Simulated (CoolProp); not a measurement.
Carbon monoxide at several states: fugacity coefficient from the reference equation and from simpler models built on Tc = -140.3 °C, pc = 3498 kPa, ω = 0.050; each cubic takes its own stable root.

Model: reference Helmholtz-energy equation of state, Lemmon 2006, in CoolProp. It is a short technical equation, of lower accuracy than the large ones.

```tsv
T (°C)	p (kPa)	phase	reference
-145.15	3650	liquid	0.5637
-146.55	409	gas	0.9554
-142.15	53.4	gas	0.9947
-101.55	1770	gas	0.9249
23.65	3020	gas	0.9903
168.95	4920	supercritical	1.016
```

Task: How far does each simpler model (Redlich-Kwong, Soave-Redlich-Kwong) lie from the reference over these 6 states: mean and median of the absolute difference, and the worst?

Result: 
- Redlich-Kwong: mean 0.4 %, median 0.4 %, worst +0.9 % at -145.15 °C and 3650 kPa
- Soave-Redlich-Kwong: mean 0.3 %, median 0.3 %, worst +0.6 % at 23.65 °C and 3020 kPa
